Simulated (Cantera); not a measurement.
A freely propagating, adiabatic, planar premixed flame of CH₄ : O₂ : N₂ = 1 : 1.43 : 5.37 (molar parts), equivalence ratio 1.4, unburnt at 375 K and 760 Torr; mixture-averaged transport, grid criteria slope 0.08 and curve 0.16, no radiation.

Computed with Cantera and GRI-Mech 3.0 (53 species, 325 reactions). Burning velocities carry a grid error of a few per cent, more on coarse grids.

**Question.** What does this change do: N2 5.37 to 4.3 parts?

**Answer.** 
```tsv
quantity	before	after
laminar burning velocity	23.2 cm/s	44.4 cm/s
thermal thickness	0.802 mm	0.479 mm
peak x(OH)	0.000864	0.00273
peak x(HCN)	5.01e-5	5.52e-5
peak x(O)	9.85e-5	0.000285
```

**Question.** What does this change do: N2 5.37 to 4.1 parts?

**Answer.** 
| quantity | before | after |
|---|---|---|
| laminar burning velocity | 23.2 cm/s | 49.4 cm/s |
| thermal thickness | 0.802 mm | 0.441 mm |
| peak x(OH) | 0.000864 | 0.00325 |
| peak x(HCN) | 5.01e-5 | 5.53e-5 |
| peak x(O) | 9.85e-5 | 0.000342 |
